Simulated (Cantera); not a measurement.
Standard-state values (1 bar) from the NASA 1993 polynomials, evaluated with Cantera. Values are per mole of reaction as written; species without (g) are pure solids or liquids, kept so even where they would boil at 1 bar.

S₂(g) + 6 NiS = 2 Ni₃S₄

| T (K) | ΔH° (kJ) | ΔS° (J/K) | ΔG° (kJ) | log10 K |
|---|---|---|---|---|
| 300 | -203.4 | -173.2 | -151.5 | 26.37 |
| 400 | -201.6 | -168.2 | -134.4 | 17.55 |
| 425 | -201.1 | -166.8 | -130.2 | 16.00 |
| 450 | -200.4 | -165.3 | -126.0 | 14.63 |
| 475 | -199.7 | -163.7 | -121.9 | 13.41 |
| 500 | ? | ? | ? | ? |
| 525 | ? | ? | ? | ? |
| 550 | -197.0 | -158.4 | -109.9 | 10.43 |
| 575 | -195.9 | -156.5 | -105.9 | 9.62 |

Task: Fill in the missing entries.

Result: 
- 500, ΔH° (kJ): -198.9
- 500, ΔS° (J/K): -162.0
- 500, ΔG° (kJ): -117.9
- 500, log10 K: 12.31
- 525, ΔH° (kJ): -198.0
- 525, ΔS° (J/K): -160.2
- 525, ΔG° (kJ): -113.8
- 525, log10 K: 11.33
